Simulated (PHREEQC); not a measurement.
PHREEQC input (ion-association model, phreeqc.dat):

```
SOLUTION 0
  temp 25
  units mmol/kgw
  pH 7 charge
  Cl 1.55
  Na 0.44
  Ca 0.55
  O(0) 1 O2(g) -0.68
SOLUTION 1-30
  temp 25
  units mmol/kgw
  pH 7 charge
  S(6) 49.7
  Mg 49
  Cl 0.52
  Na 0.51
  Zn 0.7
  O(0) 1 O2(g) -0.68
END
EXCHANGE 1-30
  X 0.0017
  -equilibrate 1
END
SELECTED_OUTPUT 1
  -reset false
  -pH true
  -pe true
  -ionic_strength true
  -water true
  -step true
  -totals Ca Cl Mg Na S Zn S(-2) S(6)
  -molalities CaX2 ZnX2 MgX2 NaX
  -saturation_indices Gypsum Halite Zn(OH)2(e)
PRINT
  -reset false
TRANSPORT
  -cells 30
  -shifts 150
  -lengths 0.0333333
  -time_step 3600
  -dispersivities 0.035
  -boundary_conditions flux flux
  -correct_disp true
  -punch_cells 30
  -punch_frequency 5
END
```

Selected output (columns that matter, 24 of 31 rows; pore volumes added in front):

```
pore volumes	pH	mu	Ca	Cl	Mg	Na	S	Zn	m_CaX2	m_ZnX2	m_MgX2	si_Gypsum	si_Halite	si_Zn(OH)2(e)
0	5.3807	0.10604	0	0.00052	0.049	0.00051	0.0497	0.0007	0	1.7788e-05	0.00083094	-1000	-8.3917	-4.6264
0.1833	5.3807	0.10604	0	0.00052	0.049	0.00051	0.0497	0.0007	0	1.7788e-05	0.00083094	-1000	-8.3917	-4.6264
0.5167	5.3796	0.10538	2.5597e-06	0.00052766	0.048637	0.00050941	0.04933	0.00069477	7.943e-08	1.7792e-05	0.00083086	-3.6603	-8.3853	-4.6302
0.6833	5.3668	0.097756	3.3548e-05	0.00061611	0.044446	0.0005027	0.045063	0.00063452	1.134e-06	1.7841e-05	0.00082972	-2.5511	-8.3173	-4.6763
0.85	5.3287	0.077543	0.00010553	0.0008441	0.03365	0.00048534	0.034061	0.00047992	4.6444e-06	1.7966e-05	0.00082597	-2.0806	-8.1765	-4.8173
1.1833	5.1988	0.030829	0.00016926	0.0013226	0.011079	0.00044694	0.010973	0.0001583	2.1336e-05	1.8103e-05	0.00080845	-2.0155	-7.9501	-5.3569
1.35	5.1346	0.016811	0.0001372	0.0014449	0.0053568	0.00043612	0.0050716	7.7056e-05	3.4348e-05	1.8026e-05	0.00079483	-2.2404	-7.8874	-5.6858
1.5167	5.0847	0.0089196	9.8744e-05	0.0015056	0.0025388	0.00043094	0.0021423	3.6994e-05	4.9923e-05	1.7919e-05	0.00077838	-2.5796	-7.8456	-6.0055
1.6833	5.052	0.0049876	7.23e-05	0.0015325	0.0013012	0.00043015	0.00084673	1.9351e-05	6.8265e-05	1.7834e-05	0.00075889	-2.9863	-7.8178	-6.2789
2.0167	5.0258	0.0025184	6.6513e-05	0.0015476	0.00059023	0.00043575	0.00011531	9.4927e-06	0.00012546	1.7777e-05	0.00069978	-3.7697	-7.7892	-6.5741
2.1833	5.0224	0.0022483	8.6086e-05	0.0015492	0.00049619	0.00043852	4.0551e-05	8.5964e-06	0.00017811	1.77e-05	0.00064685	-4.095	-7.7834	-6.6147
2.35	5.0211	0.0021509	0.00012282	0.0015497	0.00043256	0.00044013	1.3939e-05	8.3444e-06	0.00025621	1.7338e-05	0.00056907	-4.3977	-7.7807	-6.6266
2.6833	5.0206	0.0021052	0.00024422	0.00155	0.0002991	0.00044096	1.5653e-06	7.7537e-06	0.00046716	1.4779e-05	0.00036098	-5.0441	-7.7793	-6.6581
2.85	5.0205	0.0021014	0.00031406	0.00155	0.00022901	0.00044086	5.1467e-07	7.012e-06	0.00056877	1.2654e-05	0.00026168	-5.4166	-7.7794	-6.7017
3.0167	5.0205	0.0021002	0.00037722	0.00155	0.00016658	0.00044068	1.6761e-07	6.0291e-06	0.0006514	1.0375e-05	0.0001815	-5.8232	-7.7795	-6.7673
3.35	5.0205	0.0020999	0.00046693	0.00155	7.896e-05	0.00044034	1.7383e-08	3.9521e-06	0.00075641	6.3798e-06	8.0706e-05	-6.7133	-7.7799	-6.9506
3.5167	5.0205	0.0020999	0.00049436	0.00155	5.2457e-05	0.00044023	5.5497e-09	3.0682e-06	0.00078607	4.8615e-06	5.2628e-05	-7.1839	-7.78	-7.0606
3.6833	5.0205	0.0020999	0.00051325	0.00155	3.4336e-05	0.00044015	1.7638e-09	2.3381e-06	0.00080592	3.6585e-06	3.4018e-05	-7.6652	-7.78	-7.1786
3.85	5.0205	0.0020999	0.00052596	0.00155	2.2234e-05	0.0004401	5.584e-10	1.7571e-06	0.00081905	2.7267e-06	2.1846e-05	-8.1539	-7.7801	-7.3027
4.1833	5.0205	0.0021	0.0005399	0.00155	9.1175e-06	0.00044004	5.5457e-11	9.6319e-07	0.00083329	1.4814e-06	8.879e-06	-9.1453	-7.7801	-7.5637
4.35	5.0205	0.0021	0.00054349	0.00155	5.7917e-06	0.00044003	1.7412e-11	7.0526e-07	0.00083695	1.0823e-06	5.6275e-06	-9.6454	-7.7802	-7.6991
4.5167	5.0205	0.0021	0.00054581	0.00155	3.664e-06	0.00044002	5.4562e-12	5.1343e-07	0.00083933	7.8676e-07	3.5551e-06	-10.148	-7.7802	-7.837
4.85	5.0205	0.0021	0.00054828	0.00155	1.4519e-06	0.00044001	5.3316e-13	2.6829e-07	0.00084185	4.105e-07	1.4066e-06	-11.156	-7.7802	-8.1188
5.0167	5.0205	0.0021	0.00054889	0.00155	9.1021e-07	0.00044	1.6633e-13	1.9279e-07	0.0008425	2.9488e-07	8.815e-07	-11.661	-7.7802	-8.2624
```
